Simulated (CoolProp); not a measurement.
A simple Rankine cycle with R124: condensing at 323.15 K, boiler at 2.26 MPa, turbine inlet 410.5 K, turbine efficiency 0.7, pump efficiency 0.8, no recuperator. Each further row changes one setting.

Values from CoolProp's reference Helmholtz-energy equation of state, de Vries 1995.

```tsv
case	thermal efficiency (%)	net work (kJ/kg)	heat in (kJ/kg)	turbine exit temperature (K)	volume ratio over the turbine
as stated	7.0	13.6	193	378.2	(withheld)
turbine inlet 430.5 K	7.0	14.9	214	399.8	3.04
condensing temperature 315.15 K	8.2	(withheld)	(withheld)	373.0	3.87
boiler pressure 1.58 MPa	4.9	9.91	201	(withheld)	2.08
turbine efficiency 0.6	5.9	(withheld)	193	380.6	3.15
```

Q: What belongs in the gaps?

A: 
- as stated, volume ratio over the turbine: 3.12
- condensing temperature 315.15 K, net work (kJ/kg): 16.5
- condensing temperature 315.15 K, heat in (kJ/kg): 202
- boiler pressure 1.58 MPa, turbine exit temperature (K): 390.9
- turbine efficiency 0.6, net work (kJ/kg): 11.4
